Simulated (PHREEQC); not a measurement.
A column of 0.5 m (40 cells, dispersivity 0.025 m, 60 s a shift, diffusion coefficient 3e-10 m²/s) holds 0.0012 eq of the database's cation exchanger X per kg of pore water, first in equilibrium with 14 mmol/kgw KCl, 2.4 mmol/kgw CaCl2 and 0.01 mmol/kgw HCl. It is flushed with 0.00076 mol/kgw (NH4)2SO4 and 1e-05 mol/kgw HCl, at 15 °C. Values are for the last cell. CO2 from the air is kept out. No solid was allowed to form.

The series has 33 steps of pore volumes, from 0 to 4.013.

All values are PHREEQC results (ion-association model, phreeqc.dat), not measurements.

After how many pore volumes does NH4 at the outlet first reach half of its feed value?

By 1.1 pore volumes.

After how many pore volumes does S at the outlet first reach half of its feed value?

By 1.0 pore volumes.

Species that the database lacks are ignored.
